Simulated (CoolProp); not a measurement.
A single-stage vapour-compression cycle with the fluid: evaporating at 292.15 K (dew point), condensing at 340.15 K (bubble point), superheat 10 K, subcooling 8 K, compressor efficiency 0.6, no pressure losses. The same conditions are run with several fluids, on thermodynamics alone (safety and materials aside).

Values from CoolProp's reference Helmholtz-energy equation of state of each fluid (neopentane: Lemmon 2006; n-perfluorohexane: Gao 2022; R134a: Tillner-Roth 1994; sulfur dioxide: Gao 2016; propylene: Lemmon 2013).

Rank neopentane, n-perfluorohexane, R134a, sulfur dioxide, propylene by cooling COP, highest first.

sulfur dioxide (3.10), neopentane (3.06), R134a (2.89), n-perfluorohexane (2.81), propylene (2.75)

```json
[
 {"fluid": "neopentane", "pressure ratio": "3.88", "discharge temperature (K)": "349.7", "refrigerating effect (kJ/kg)": "229", "volumetric capacity (kJ/m³)": "977"},
 {"fluid": "n-perfluorohexane", "pressure ratio": "6.23", "discharge temperature (K)": "340.2", "refrigerating effect (kJ/kg)": "60.0", "volumetric capacity (kJ/m³)": "185"},
 {"fluid": "R134a", "pressure ratio": "3.57", "discharge temperature (K)": "368.5", "refrigerating effect (kJ/kg)": "133", "volumetric capacity (kJ/m³)": "3400"},
 {"fluid": "sulfur dioxide", "pressure ratio": "4.13", "discharge temperature (K)": "457.0", "refrigerating effect (kJ/kg)": "313", "volumetric capacity (kJ/m³)": "2690"},
 {"fluid": "propylene", "pressure ratio": "2.93", "discharge temperature (K)": "373.8", "refrigerating effect (kJ/kg)": "252", "volumetric capacity (kJ/m³)": "4940"}
]
```

The compression ends wet for: n-perfluorohexane.
